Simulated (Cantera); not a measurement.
Input: 1 mol Al(CH3)3, 1.7 mol O2, 3.8 mol H2, 71 mol N2, held at 1525 °C and 17.3 Torr.

These are equilibrium values from Cantera (NASA tables, ideal gas, pure condensed phases), not measurements of a reactor. Candidate condensed phases: Al, AlN, Al2O3, C, C6H6, C7H8, C8H18, H2O; 148 gas species. The feed counts by its element totals alone. Mutual solubility and eutectic melting of coexisting phases are not modelled. Rates play no part.

Base state: N2 0.862, H2 0.101, CO 0.0366, H 0.000737, Al 8.86e-5, Al2O 2.04e-5, HCN 1.92e-5 (mole fractions); condensed: AlN(s) + Al2O3(s).

### Question
What changes in the equilibrium state with this change: pressure from 17.3 Torr to 0.975 Torr?

### Answer
```tsv
species	before	after
N2	0.862	0.854
H2	0.101	0.0983
CO	0.0366	0.0361
Al	8.86e-5	0.00594
Al2O	2.04e-5	0.00214
AlH	1.95e-6	3.08e-5
HCN	1.92e-5	2.56e-6
AlN(s), mol	0.723	0
Al2O3(s), mol	0.133	0.0740
```

### Question
What changes in the equilibrium state with this change: temperature from 1525 °C to 677 °C?

### Answer
```
species             before    after
----------------  --------  -------
N2                   0.862    0.874
H2                   0.101    0.102
CO                  0.0366   0.0233
Al                 8.86e-5    <1e-9
H                 0.000737  1.17e-9
CH4                1.94e-9  4.02e-5
Al2O               2.04e-5    <1e-9
CO2                2.17e-7  2.09e-5
HCN                1.92e-5  6.67e-7
AlN(s), mol          0.723        0
Al2O3(s), mol        0.133    0.500
C(graphite), mol         0     1.10
```

### Question
What changes in the equilibrium state with this change: temperature from 1525 °C to 800 °C?

### Answer
| species | before | after |
|---|---|---|
| N2 | 0.862 | 0.874 |
| H2 | 0.101 | 0.102 |
| CO | 0.0366 | 0.0234 |
| Al | 8.86e-5 | <1e-9 |
| H | 0.000737 | 2.95e-8 |
| Al2O | 2.04e-5 | <1e-9 |
| CH4 | 1.94e-9 | 1.10e-5 |
| HCN | 1.92e-5 | 4.61e-6 |
| AlN(s), mol | 0.723 | 0 |
| Al2O3(s), mol | 0.133 | 0.500 |
| C(graphite), mol | 0 | 1.10 |
